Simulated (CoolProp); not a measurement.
Vapour-liquid equilibrium of acetone (1) + p-xylene (2) at 127.95 °C; x and y are mole fractions of (1).

Computed with CoolProp (multi-fluid Helmholtz-energy mixture model, Lemmon 2006 and Zhou 2012; pair parameters Bell 2016).

Task: Give the bubble pressure and the first vapour's composition at x = 0.15, 0.65, 0.75. Is there an azeotrope?

Result: x = 0.15: 215.4 kPa, y = 0.674; x = 0.65: 514.7 kPa, y = 0.918; x = 0.75: 569.5 kPa, y = 0.942. No azeotrope shows between x = 0.05 and 0.95.

Pair parameters are fitted to limited data, so mixtures are less certain than the pure fluids.
